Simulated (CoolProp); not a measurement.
Saturation properties of octamethyltrisiloxane (MDM).

Values from CoolProp's reference Helmholtz-energy equation of state, Thol 2017.

| T (°C) | p (MPa) | vapour density (kg/m³) | enthalpy of vaporisation (kJ/kg) | liquid cp (kJ/(kg K)) | surface tension (mN/m) |
|---|---|---|---|---|---|
| 119.55 | 0.03901 | 2.936 | 166.9 | 2.022 | 8.72 |
| 122.85 | 0.04333 | 3.243 | 165.5 | 2.031 | 8.47 |
| 126.05 | 0.04786 | 3.565 | 164.1 | 2.039 | 8.24 |
| 129.35 | 0.05292 | 3.923 | 162.7 | 2.048 | 8.00 |
| 132.55 | 0.05822 | 4.297 | 161.4 | 2.057 | 7.77 |
| 135.85 | 0.06412 | 4.712 | 160.0 | 2.066 | 7.53 |
| 139.05 | 0.07028 | 5.144 | 158.6 | 2.075 | 7.30 |
| 142.35 | 0.07710 | 5.622 | 157.1 | 2.084 | 7.07 |
| 145.55 | 0.08420 | 6.119 | 155.7 | 2.093 | 6.85 |
| 148.85 | 0.09205 | 6.668 | 154.2 | 2.102 | 6.62 |
| 152.05 | 0.1002 | 7.237 | 152.8 | 2.111 | 6.41 |
| 155.35 | 0.1092 | 7.864 | 151.3 | 2.120 | 6.18 |
| 158.55 | 0.1184 | 8.513 | 149.8 | 2.129 | 5.97 |
| 161.85 | 0.1286 | 9.226 | 148.2 | 2.139 | 5.75 |
| 165.05 | 0.1391 | 9.964 | 146.7 | 2.148 | 5.55 |

It boils at 152.5 °C under 1 atm.

Surface tension comes from a separate correlation (Mulero 2014), older than this fluid's equation and unchecked against measurements.
